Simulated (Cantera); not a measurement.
Cantera run:

```python
import numpy as np
import cantera as ct

gas_names = """
    CL CLO CL2 Fe FeCL FeCL2 FeCL3 FeO Fe2CL4 Fe2CL6 O O2 O3
""".split()
cond_names = """
    Fe(a) Fe(c) Fe(d) Fe(L) FeCL2(s) FeCL2(L) FeCL3(s) FeCL3(L) FeO(s) FeO(L) Fe2O3(s) Fe3O4(s)
""".split()


# ... load() reads the species with a 1 bar reference pressure and builds the phases ...
atoms = {
    'Fe2O3': {'Fe': 2, 'O': 3},
    'Cl2': {'CL': 2},
    'O2': {'O': 2},
}
top_T = {'Fe2O3(s)': 1830, 'Fe3O4(s)': 1870}  # K; cautious upper limits of use, not melting points


# ... equilibrate(T, P, feed) seeds the gas with the atoms and calls Mixture.equilibrate('TP', solver="vcs", rtol=1e-11, max_steps=5000) ...
results = []
feed = {'Fe2O3': 1, 'Cl2': 0.011, 'O2': 0.22}  # mol
P = 11000  # Pa
for T in [748, 898, 1048, 1198, 1348, 1498, 1648]:
    mix = equilibrate(T, P, feed)
    results.append((T, P, feed, dict(zip(mix.species_names, mix.species_moles))))

top = {s: max(r[3][s] / sum(r[3][g] for g in gas_names) for r in results) for s in gas_names}
cols = sorted((s for s in top if top[s] > 1e-06), key=lambda s: -top[s])[:5]
seen = [c for c in cond_names if any(r[3].get(c, 0) > 1e-12 for r in results)]
print("log10 of partial pressures in bar; condensed amounts in mol")
print(f"{'T/K':>10s}" + "".join(f"{s[:9]:>10s}" for s in cols + seen))
for T, P, feed, n in results:
    ng = sum(n[g] for g in gas_names)
    print(f"{T:10.4g}" + "".join(f"{np.log10(max(n[s] / ng * P / 1e5, 1e-99)):10.3f}" for s in cols)
          + "".join(f"{n.get(c, 0):10.4g}" for c in seen))
```

It prints:

```
log10 of partial pressures in bar; condensed amounts in mol
       T/K        O2       CL2     FeCL2        CL     FeCL3  Fe2O3(s)  Fe3O4(s)
       748    -0.980    -2.281   -11.015    -6.730    -7.759         1         0
       898    -0.980    -2.281    -7.970    -5.288    -6.006         1         0
      1048    -0.980    -2.285    -5.838    -4.256    -4.797         1         0
      1198    -0.980    -2.315    -4.288    -3.492    -3.950    0.9998         0
      1348    -0.981    -2.454    -3.214    -2.954    -3.480     0.999         0
      1498    -0.983    -2.857    -2.656    -2.668    -3.550    0.9973         0
      1648    -0.975    -3.721    -2.762    -2.699    -4.438         0    0.6645
```

Cantera equilibrium calculation (NASA polynomials, part measured and part estimated; ideal gas, pure solids and liquids). Condensed phases not in the tables: FeOCl.
